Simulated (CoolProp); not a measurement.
Vapour-liquid equilibrium of ethylene (1) + n-perfluorobutane (2) at 229.5 K; x and y are mole fractions of (1).

The numbers come from the multi-fluid Helmholtz-energy mixture model, Smukala 2000 and Gao 2022; pair parameters Bell 2016 in CoolProp.

```json
[
 {"x": "0.05", "bubble pressure (kPa)": "164.4", "y at the bubble point": "0.920", "dew pressure at overall composition x (kPa)": "13.62", "liquid density (mol/L)": "7.544"},
 {"x": "0.15", "bubble pressure (kPa)": "483.4", "y at the bubble point": "0.972", "dew pressure at overall composition x (kPa)": "15.24", "liquid density (mol/L)": "8.047"},
 {"x": "0.25", "bubble pressure (kPa)": "743.0", "y at the bubble point": "0.981", "dew pressure at overall composition x (kPa)": "17.28", "liquid density (mol/L)": "8.602"},
 {"x": "0.35", "bubble pressure (kPa)": "900.3", "y at the bubble point": "0.984", "dew pressure at overall composition x (kPa)": "19.95", "liquid density (mol/L)": "9.220"},
 {"x": "0.45", "bubble pressure (kPa)": "971.8", "y at the bubble point": "0.985", "dew pressure at overall composition x (kPa)": "23.59", "liquid density (mol/L)": "9.913"},
 {"x": "0.55", "bubble pressure (kPa)": "998.5", "y at the bubble point": "0.986", "dew pressure at overall composition x (kPa)": "28.85", "liquid density (mol/L)": "10.70"},
 {"x": "0.65", "bubble pressure (kPa)": "1017", "y at the bubble point": "0.986", "dew pressure at overall composition x (kPa)": "37.12", "liquid density (mol/L)": "11.62"},
 {"x": "0.75", "bubble pressure (kPa)": "1053", "y at the bubble point": "0.987", "dew pressure at overall composition x (kPa)": "52.04", "liquid density (mol/L)": "12.70"},
 {"x": "0.85", "bubble pressure (kPa)": "1120", "y at the bubble point": "0.990", "dew pressure at overall composition x (kPa)": "87.03", "liquid density (mol/L)": "14.02"},
 {"x": "0.95", "bubble pressure (kPa)": "1228", "y at the bubble point": "0.996", "dew pressure at overall composition x (kPa)": "266.8", "liquid density (mol/L)": "15.68"}
]
```

No azeotrope shows between x = 0.05 and 0.95.

Pair parameters are fitted to limited data, so mixtures are less certain than the pure fluids. The gap from Raoult's law changes sign with composition, which may be real or a fault of the pair parameters; it wasn't checked against measurements. With so large a gap from Raoult's law the liquid may split in two, which this calculation doesn't test in full.
